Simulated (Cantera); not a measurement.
Input: 1 mol Al, 9.8 mol HCl, at 973.15 K and 1.00 bar.

Method: chemical equilibrium by Gibbs-energy minimisation in Cantera with the NASA 1993 tables (ideal gas, pure condensed phases). Candidate condensed phases: Al, AlCl3; 12 gas species. The numbers say what is thermodynamically allowed, not how fast it happens.

Base state: HCl 0.732, H2 0.162, AlCl3 0.105, Al2Cl6 0.00159 (mole fractions); condensed: gas only.

Task: What changes in the equilibrium state with this change: temperature from 973.15 K to 1200 K?

Result: 
| species | before | after |
|---|---|---|
| HCl | 0.732 | 0.731 |
| H2 | 0.162 | 0.161 |
| AlCl3 | 0.105 | 0.107 |
| Al2Cl6 | 0.00159 | 0.000118 |

Task: What changes in the equilibrium state with this change: temperature from 973.15 K to 850 K?

Result: 
| species | before | after |
|---|---|---|
| HCl | 0.732 | 0.738 |
| H2 | 0.162 | 0.163 |
| AlCl3 | 0.105 | 0.0896 |
| Al2Cl6 | 0.00159 | 0.00945 |
